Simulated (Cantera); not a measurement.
An isothermal, constant-pressure homogeneous reactor starts with NO : N2 = 1 : 0.61 (molar parts), at 1975 K and 12.8 Torr. Integrator tolerance rtol = 1e-08.

Cantera simulation using GRI-Mech 3.0 (53 species, 325 reactions); the numbers are that mechanism's predictions, not measurements. Radical loss at walls, strong at low pressure, is not modelled.

Task: What does this change do: N2 0.61 to 0.32 parts?

Result: 
| quantity | before | after |
|---|---|---|
| x(NO) at 50.0 s | 0.0243 (gas-phase equilibrium 0.00806) | 0.0243 (gas-phase equilibrium 0.00845) |
| x(O2) at 50.0 s | 0.297 (gas-phase equilibrium 0.305) | 0.365 (gas-phase equilibrium 0.373) |
| x(N2O) at 50.0 s | 1.68e-7 (gas-phase equilibrium 5.52e-8) | 1.60e-7 (gas-phase equilibrium 5.49e-8) |
| x(N2) at 50.0 s | 0.676 (gas-phase equilibrium 0.685) | 0.608 (gas-phase equilibrium 0.616) |
| x(NO2) at 50.0 s | 6.77e-6 (gas-phase equilibrium 2.27e-6) | 7.50e-6 (gas-phase equilibrium 2.64e-6) |
| x(O) at 50.0 s | 0.00232 (gas-phase equilibrium 0.00235) | 0.00257 (gas-phase equilibrium 0.00260) |

Task: What does this change do: temperature 1975 to 1698 K?

Result: 
```csv
quantity,before,after
x(NO) at 50.0 s,0.0243 (gas-phase equilibrium 0.00806),0.556 (gas-phase equilibrium 0.00328)
x(O2) at 50.0 s,0.297 (gas-phase equilibrium 0.305),0.0323 (gas-phase equilibrium 0.309)
x(N2O) at 50.0 s,1.68e-7 (gas-phase equilibrium 5.52e-8),9.83e-5 (gas-phase equilibrium 2.33e-8)
x(N2) at 50.0 s,0.676 (gas-phase equilibrium 0.685),0.411 (gas-phase equilibrium 0.688)
x(NO2) at 50.0 s,6.77e-6 (gas-phase equilibrium 2.27e-6),8.43e-5 (gas-phase equilibrium 1.63e-6)
x(O) at 50.0 s,0.00232 (gas-phase equilibrium 0.00235),7.35e-5 (gas-phase equilibrium 0.000188)
```

Task: What does this change do: pressure from 12.8 Torr to 750 Torr?

Result: 
| quantity | before | after |
|---|---|---|
| x(NO) at 50.0 s | 0.0243 (gas-phase equilibrium 0.00806) | 0.00808 (gas-phase equilibrium 0.00808) |
| x(O2) at 50.0 s | 0.297 (gas-phase equilibrium 0.305) | 0.306 (gas-phase equilibrium 0.306) |
| x(N2O) at 50.0 s | 1.68e-7 (gas-phase equilibrium 5.52e-8) | 4.24e-7 (gas-phase equilibrium 4.24e-7) |
| x(N2) at 50.0 s | 0.676 (gas-phase equilibrium 0.685) | 0.685 (gas-phase equilibrium 0.685) |
| x(NO2) at 50.0 s | 6.77e-6 (gas-phase equilibrium 2.27e-6) | 1.75e-5 (gas-phase equilibrium 1.75e-5) |
| x(O) at 50.0 s | 0.00232 (gas-phase equilibrium 0.00235) | 0.000307 (gas-phase equilibrium 0.000307) |
